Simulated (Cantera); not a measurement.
Cantera run:

```python
import numpy as np
import cantera as ct

gas_names = """
    H HO2 H2 H2O H2O2 O OH O2 O3 Pb PbO Pb2
""".split()
cond_names = """
    H2O(s) H2O(L) Pb(cr) Pb(L) PbO(rd) PbO(yw) PbO(L) PbO2(s) Pb3O4(s)
""".split()


def load(file, names, dense=False):
    # The tables refer to 1 bar. Condensed volumes are neglected.
    table = {s.name: s for s in ct.Species.list_from_file(file)}
    out = []
    for n in names:
        d = dict(table[n].input_data)
        d["thermo"] = dict(d["thermo"], **{"reference-pressure": 1e5})
        if dense:
            d["equation-of-state"] = {"model": "constant-volume", "density": "1e6 g/cm^3"}
        out.append(ct.Species.from_dict(d))
    return out


gas = ct.Solution(thermo="ideal-gas", species=load("nasa_gas.yaml", gas_names))
cond = {s.name: ct.Solution(thermo="fixed-stoichiometry", species=[s], name=s.name)
        for s in load("nasa_condensed.yaml", cond_names, dense=True)}
atoms = {
    'Pb': {'Pb': 1},
    'O2': {'O': 2},
    'H2': {'H': 2},
}
top_T = {'Pb3O4(s)': 820}  # K; cautious upper limits of use, not melting points


def equilibrate(T, P, feed):
    n = {}
    for name, mol in feed.items():
        for a, k in atoms[name].items():
            n[a] = n.get(a, 0.0) + k * mol
    gas.TPX = T, P, n
    mass = sum(n.values()) * gas.mean_molecular_weight
    gas.equilibrate("TP")
    valid = [c for c in cond.values() if c.min_temp <= T <= top_T.get(c.name, c.max_temp)]
    mix = ct.Mixture([(gas, mass / gas.mean_molecular_weight)] + [(c, 0.0) for c in valid])
    mix.T, mix.P = T, P
    mix.equilibrate("TP", solver="vcs", rtol=1e-11, max_steps=5000)
    return mix


results = []
feed = {'Pb': 1, 'O2': 0.63, 'H2': 1.1}  # mol
P = 1333.22  # Pa
for T in [623, 723, 823, 923, 1023, 1123, 1223, 1323, 1423, 1523]:
    mix = equilibrate(T, P, feed)
    results.append((T, P, feed, dict(zip(mix.species_names, mix.species_moles))))

top = {s: max(r[3][s] / sum(r[3][g] for g in gas_names) for r in results) for s in gas_names}
cols = sorted((s for s in top if top[s] > 1e-06), key=lambda s: -top[s])[:9]
seen = [c for c in cond_names if any(r[3].get(c, 0) > 1e-12 for r in results)]
print("log10 of partial pressures in bar; condensed amounts in mol")
print(f"{'T/K':>10s}" + "".join(f"{s[:9]:>10s}" for s in cols + seen))
for T, P, feed, n in results:
    ng = sum(n[g] for g in gas_names)
    print(f"{T:10.4g}" + "".join(f"{np.log10(max(n[s] / ng * P / 1e5, 1e-99)):10.3f}" for s in cols)
          + "".join(f"{n.get(c, 0):10.4g}" for c in seen))
```

Output:

```
log10 of partial pressures in bar; condensed amounts in mol
       T/K       H2O        Pb       PbO        H2        O2        OH       Pb2         H     Pb(L)   PbO(rd)   PbO(yw)    PbO(L)
       623    -1.875   -10.683   -15.394    -6.536   -26.363   -18.922   -20.195   -18.896      0.84      0.16         0         0
       723    -1.875    -8.509   -12.111    -6.255   -21.234   -15.763   -16.534   -16.201      0.84      0.16         0         0
       823    -1.875    -6.872    -9.644    -6.026   -17.370   -13.374   -13.782   -14.148    0.8399         0    0.1601         0
       923    -1.875    -5.596    -7.725    -5.835   -14.356   -11.504   -11.641   -12.529    0.8397         0    0.1601         0
      1023    -1.876    -4.574    -6.192    -5.672   -11.942   -10.003    -9.930   -11.219    0.8376         0    0.1601         0
      1123    -1.882    -3.738    -4.941    -5.536    -9.968    -8.773    -8.533   -10.139    0.8245         0    0.1593         0
      1223    -1.910    -3.042    -3.965    -5.378    -8.448    -7.788    -7.371    -9.211    0.7586         0         0    0.1507
      1323    -2.039    -2.454    -3.176    -5.310    -7.232    -7.023    -6.391    -8.455    0.4165         0         0   0.08031
      1423    -2.156    -2.274    -2.990    -5.091    -6.521    -6.452    -6.200    -7.723         0         0         0         0
      1523    -2.157    -2.274    -2.988    -4.796    -5.905    -5.906    -6.349    -7.034         0         0         0         0
```

Method: chemical equilibrium by Gibbs-energy minimisation in Cantera with the NASA 1993 tables (ideal gas, pure condensed phases). Each liquid is taken as pure. Mutual solubility and eutectic melting of coexisting phases are not modelled. Gases not in the tables: (PbO)n polymers.
